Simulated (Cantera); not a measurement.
# Adiabatic ignition

An adiabatic, constant-volume homogeneous reactor starts with CH3OH : O2 : N2 = 2.1 : 4.41 : 52.9 (molar parts), at 1673 K and 0.987 atm.

Model: GRI-Mech 3.0 (53 species, 325 reactions), integrated in Cantera. GRI-Mech 3.0 was tuned for natural gas; its chemistry of methanol as a main component is partial and can be far from experiment.

```
t (s)     T (K)  P (bar)  x CH3OH    x O2     x HCN   x H2O2     x H2O
--------  -----  -------  -------  ------  --------  -------  --------
2.00e-6    1673    1.000   0.0353  0.0742  3.60e-12  2.21e-8   3.15e-5
5.37e-6    1673     1.00   0.0351  0.0741  1.36e-11  6.42e-7   9.78e-5
1.44e-5    1673     1.00   0.0345  0.0737  5.39e-11  9.17e-6  0.000355
3.86e-5    1681     1.01   0.0300  0.0716  3.59e-10  8.72e-5   0.00277
0.000104   1934     1.21  1.20e-8  0.0388   5.27e-8  1.69e-7    0.0496
0.000278   2192     1.36   <1e-12  0.0252  2.85e-12  9.38e-8    0.0571
0.000746   2342     1.44   <1e-12  0.0227  3.46e-12  6.26e-8    0.0633
0.00200    2391     1.46   <1e-12  0.0215  3.50e-12  6.39e-8    0.0654
0.00537    2392     1.46   <1e-12  0.0212  3.96e-12  6.38e-8    0.0655
0.0144     2389     1.46   <1e-12  0.0205  4.98e-12  6.24e-8    0.0656
0.0386     2384     1.46   <1e-12  0.0196  6.35e-12  6.02e-8    0.0656
0.104      2381     1.45   <1e-12  0.0190  7.11e-12  5.88e-8    0.0657
0.278      2381     1.45   <1e-12  0.0189  7.18e-12  5.87e-8    0.0657
0.746      2381     1.45   <1e-12  0.0189  7.18e-12  5.87e-8    0.0657
2.00       2381     1.45   <1e-12  0.0189  7.18e-12  5.87e-8    0.0657
```
x: mole fraction; the columns are a selection and need not sum to one.

- time of steepest temperature rise = 97.6 µs
- temperature at 2.00 s = 2381 K
- equilibrium temperature = 2381 K
- x(CH3OH) at 2.00 s = <1e-12 (gas-phase equilibrium <1e-12)
- x(O2) at 2.00 s = 0.0189 (gas-phase equilibrium 0.0189)
- x(HCN) at 2.00 s = 7.18e-12 (gas-phase equilibrium 7.18e-12)
